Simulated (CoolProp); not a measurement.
Vapour pressure (bar) of ammonia: the reference equation beside estimates from Tc = 405.6 K, pc = 113.6 bar, ω = 0.256. Clausius-Clapeyron is anchored at 327.8 K with a constant enthalpy of vaporisation of 17.49 kJ/mol.

The numbers come from the reference Helmholtz-energy equation of state, Gao 2020 in CoolProp.

| T (K) | reference | Lee-Kesler | Clausius-Clapeyron | van der Waals | Redlich-Kwong | Soave-Redlich-Kwong | Peng-Robinson |
|---|---|---|---|---|---|---|---|
| 261.7 | 2.739 | 2.691 | 4.529 | 14.84 | 4.803 | 2.697 | 2.719 |
| 271.1 | 3.973 | 3.938 | 5.984 | 17.93 | 6.650 | 3.940 | 3.950 |
| 280.6 | 5.625 | 5.614 | 7.781 | 21.46 | 8.998 | 5.611 | 5.600 |
| 290 | 7.740 | 7.764 | 9.921 | 25.37 | 11.86 | 7.760 | 7.716 |
| 299.5 | 10.45 | 10.52 | 12.49 | 29.77 | 15.37 | 10.52 | 10.43 |
| 308.9 | 13.79 | 13.91 | 15.46 | 34.57 | 19.50 | 13.93 | 13.79 |
| 318.4 | 17.94 | 18.11 | 18.95 | 39.91 | 24.41 | 18.17 | 17.95 |
| 327.8 | 22.90 | 23.11 | 22.90 | 45.68 | 30.05 | 23.24 | 22.94 |
| 337.3 | 28.89 | 29.14 | 27.43 | 52.01 | 36.61 | 29.37 | 28.98 |
| 346.7 | 35.91 | 36.16 | 32.49 | 58.80 | 43.99 | 36.54 | 36.06 |
| 356.2 | 44.22 | 44.47 | 38.19 | 66.18 | 52.41 | 45.01 | 44.46 |
| 365.6 | 53.80 | 54.01 | 44.45 | 74.03 | 61.74 | 54.72 | 54.12 |
| 375.1 | 64.98 | 65.15 | 51.43 | 82.52 | 72.24 | 66.01 | 65.40 |
| 384.5 | 77.71 | 77.86 | 58.98 | 91.49 | 83.72 | 78.75 | 78.20 |
| 394 | 92.50 | 92.63 | 67.30 | 101.1 | 96.48 | 93.35 | 92.96 |

Absolute difference from the reference over all 15 rows, mean and median: Lee-Kesler 0.6 and 0.7 %, Clausius-Clapeyron 22.5 and 19.5 %, van der Waals 143.0 and 99.5 %, Redlich-Kwong 34.5 and 31.2 %, Soave-Redlich-Kwong 1.2 and 1.3 %, Peng-Robinson 0.4 and 0.4 %.
